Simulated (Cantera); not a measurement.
A Cantera script and what it prints.

```python
import numpy as np
import cantera as ct

gas_names = """
    Fe FeO Fe(OH)2 H HO2 H2 H2O H2O2 H2S H2SO4 O OH O2 O3 S SH SO SO2 SO3 S2 S2O S8
""".split()
cond_names = """
    Fe(a) Fe(c) Fe(d) Fe(L) FeO(s) FeO(L) Fe(OH)2(s) Fe(OH)3(s) FeS(a) FeS(b) FeS(c) FeS(L) FeSO4(s)
    FeS2(s) Fe2O3(s) Fe2S3O12(s) Fe3O4(s) H2O(s) H2O(L) H2SO4(L) S(cr1) S(cr2) S(L)
""".split()


# ... load() reads the species with a 1 bar reference pressure and builds the phases ...
atoms = {
    'FeS': {'Fe': 1, 'S': 1},
    'H2S': {'H': 2, 'S': 1},
    'H2O': {'H': 2, 'O': 1},
}
top_T = {'FeSO4(s)': 950, 'FeS2(s)': 1010, 'Fe2O3(s)': 1830, 'Fe2S3O12(s)': 1100, 'Fe3O4(s)': 1870}  # K; cautious upper limits of use, not melting points


# ... equilibrate(T, P, feed) seeds the gas with the atoms and calls Mixture.equilibrate('TP', solver="vcs", rtol=1e-11, max_steps=5000) ...
results = []
feed = {'FeS': 1, 'H2S': 0.056, 'H2O': 6.6}  # mol
T = 1548  # K
P = 170000  # Pa
mix = equilibrate(T, P, feed)
results.append((T, P, feed, dict(zip(mix.species_names, mix.species_moles))))
print(gas.report(threshold=1e-05))
for i in range(1, mix.n_phases):
    print(f"{mix.phase(i).name:16s} {mix.phase_moles(i):12.5e} mol")
```

Result:

```
       temperature   1548 K
          pressure   1.7e+05 Pa
           density   0.24584 kg/m^3
  mean mol. weight   18.613 kg/kmol
   phase of matter   gas

                          1 kg             1 kmol
                     ---------------   ---------------
          enthalpy        -8.686e+06       -1.6167e+08  J
   internal energy       -9.3775e+06       -1.7454e+08  J
           entropy             13391        2.4925e+05  J/K
    Gibbs function       -2.9415e+07        -5.475e+08  J
 heat capacity c_p            2511.3             46743  J/K
 heat capacity c_v            2064.6             38428  J/K

                      mass frac. Y      mole frac. X     chem. pot. / RT
                     ---------------   ---------------   ---------------
           Fe(OH)2        9.9566e-05        2.0623e-05           -78.768
                H2         0.0093137          0.085989           -20.618
               H2O           0.82305           0.85036           -44.825
               H2S          0.057236          0.031263           -33.211
                SH        0.00097595        0.00054933           -22.902
                SO         0.0012041        0.00046634           -36.801
               SO2          0.075189          0.021847           -61.008
                S2          0.031849         0.0092452           -25.187
               S2O         0.0010718          0.000249           -49.394
     [  +13 minor]        1.1466e-05        1.4397e-05

Fe(c)             0.00000e+00 mol
FeO(s)            4.46677e-01 mol
FeS(L)            5.53181e-01 mol
Fe2O3(s)          0.00000e+00 mol
Fe3O4(s)          0.00000e+00 mol
S(L)              0.00000e+00 mol
```

Cantera equilibrium calculation (NASA polynomials, part measured and part estimated; ideal gas, pure solids and liquids). Metal and sulfide melt together well below either melting point, which pure phases cannot show. Mutual solubility and eutectic melting of coexisting phases are not modelled. The tables' stoichiometric FeO is somewhat more stable than real wüstite, so its field is too wide. FeO, FeS: taken at fixed stoichiometry.
